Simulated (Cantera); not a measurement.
Feed: 1 mol MgCO₃, 3.6 mol O₂, 18 mol N₂, held at 1325 K and 0.0280 bar.

Method: chemical equilibrium by Gibbs-energy minimisation in Cantera with the NASA 1993 tables (ideal gas, pure condensed phases). Candidate condensed phases: C, Mg, MgCO₃, MgO; 28 gas species. Equilibrium is a limit: real reactors are often held back by kinetics, nucleation or transport.

Base state: N₂ 0.796, O₂ 0.159, CO₂ 0.0442, NO 0.000406 (mole fractions); condensed: MgO(s).

What changes in the equilibrium state with this change: temperature from 1325 K to 1650 K?


| species | before | after |
|---|---|---|
| N₂ | 0.796 | 0.795 |
| O₂ | 0.159 | 0.158 |
| CO₂ | 0.0442 | 0.0442 |
| NO | 0.000406 | 0.00208 |
| CO | 1.66e-7 | 2.51e-5 |
| O | 6.57e-7 | 6.16e-5 |
| MgO(s), mol | 1.00 | 1.00 |

What changes in the equilibrium state with this change: MgCO₃ replaced by FeS₂?


| species | before | after |
|---|---|---|
| N₂ | 0.796 | 0.863 |
| SO₂ | 0 | 0.0956 |
| O₂ | 0.159 | 0.0405 |
| CO₂ | 0.0442 | 0 |
| SO₃ | 0 | 0.000332 |
| NO | 0.000406 | 0.000213 |
| MgO(s), mol | 1.00 | 0 |
| Fe₂O₃(s), mol | 0 | 0.500 |
Further candidate phases: Fe, FeO, FeS, FeSO₄, FeS₂, Fe₂O₃, Fe₂(SO₄)₃, Fe₃O₄, S.

What changes in the equilibrium state with this change: temperature from 1325 K to 1625 K?


```json
[
 {"species": "N₂", "before": "0.796", "after": "0.795"},
 {"species": "O₂", "before": "0.159", "after": "0.158"},
 {"species": "CO₂", "before": "0.0442", "after": "0.0442"},
 {"species": "NO", "before": "0.000406", "after": "0.00188"},
 {"species": "CO", "before": "1.66e-7", "after": "1.83e-5"},
 {"species": "O", "before": "6.57e-7", "after": "4.63e-5"},
 {"species": "MgO(s), mol", "before": "1.00", "after": "1.00"}
]
```
